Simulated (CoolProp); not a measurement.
Isopentane along the isobar 15.6 bar: Z from the reference equation and from simpler models built on Tc = 460.3 K, pc = 33.78 bar, ω = 0.227; each cubic takes its own stable root.

Model: reference Helmholtz-energy equation of state, Lemmon 2006, in CoolProp. It is a short technical equation, of lower accuracy than the large ones.

```tsv
T (K)	phase	reference
147.2	liquid	0.1216
175	liquid	0.1059
202.9	liquid	0.09454
230.8	liquid	0.08617
258.7	liquid	0.07988
286.6	liquid	0.07515
314.5	liquid	0.07170
342.4	liquid	0.06941
370.2	liquid	0.06835
398.1	liquid	0.06900
426	gas	0.7429
453.9	gas	0.8072
481.8	gas	0.8492
```

How far does each simpler model (van der Waals, Redlich-Kwong, Soave-Redlich-Kwong) lie from the reference over these 13 states: mean and median of the absolute difference, and the worst?


- van der Waals: mean 120.2 %, median 61.5 %, worst +987.7 % at 398.1 K and 15.6 bar
- Redlich-Kwong: mean 9.3 %, median 10.1 %, worst +18.8 % at 398.1 K and 15.6 bar
- Soave-Redlich-Kwong: mean 7.1 %, median 7.8 %, worst +13.1 % at 398.1 K and 15.6 bar

At some of these states van der Waals gives the other phase, because its saturation line lies elsewhere.
